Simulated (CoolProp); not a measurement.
cis-2-butene along the isotherm 224.25 °C: fugacity coefficient from the reference equation and from simpler models built on Tc = 162.6 °C, pc = 4.236 MPa, ω = 0.202; each cubic takes its own stable root.

Values from CoolProp's reference Helmholtz-energy equation of state, Lemmon 2005. It is a short technical equation, of lower accuracy than the large ones.

| p (MPa) | phase | reference | van der Waals | Redlich-Kwong | Soave-Redlich-Kwong | Peng-Robinson |
|---|---|---|---|---|---|---|
| 0.0201 | gas | 0.9989 | 0.9990 | 0.9989 | 0.9990 | 0.9988 |
| 0.0303 | gas | 0.9984 | 0.9985 | 0.9983 | 0.9984 | 0.9982 |
| 0.0457 | gas | 0.9976 | 0.9977 | 0.9975 | 0.9977 | 0.9973 |
| 0.069 | gas | 0.9963 | 0.9965 | 0.9962 | 0.9965 | 0.9959 |
| 0.104 | gas | 0.9945 | 0.9947 | 0.9943 | 0.9947 | 0.9939 |
| 0.157 | gas | 0.9917 | 0.9921 | 0.9915 | 0.9920 | 0.9907 |
| 0.237 | gas | 0.9874 | 0.9880 | 0.9871 | 0.9879 | 0.9860 |
| 0.357 | gas | 0.9811 | 0.9820 | 0.9806 | 0.9818 | 0.9790 |
| 0.539 | gas | 0.9716 | 0.9728 | 0.9708 | 0.9725 | 0.9684 |
| 0.813 | gas | 0.9573 | 0.9591 | 0.9562 | 0.9587 | 0.9527 |
| 1.23 | gas | 0.9357 | 0.9382 | 0.9341 | 0.9380 | 0.9291 |
| 1.85 | gas | 0.9041 | 0.9074 | 0.9017 | 0.9076 | 0.8948 |
| 2.79 | gas | 0.8571 | 0.8609 | 0.8537 | 0.8625 | 0.8447 |
| 4.21 | gas | 0.7883 | 0.7908 | 0.7834 | 0.7969 | 0.7729 |
| 6.35 | supercritical | 0.6904 | 0.6837 | 0.6828 | 0.7041 | 0.6744 |
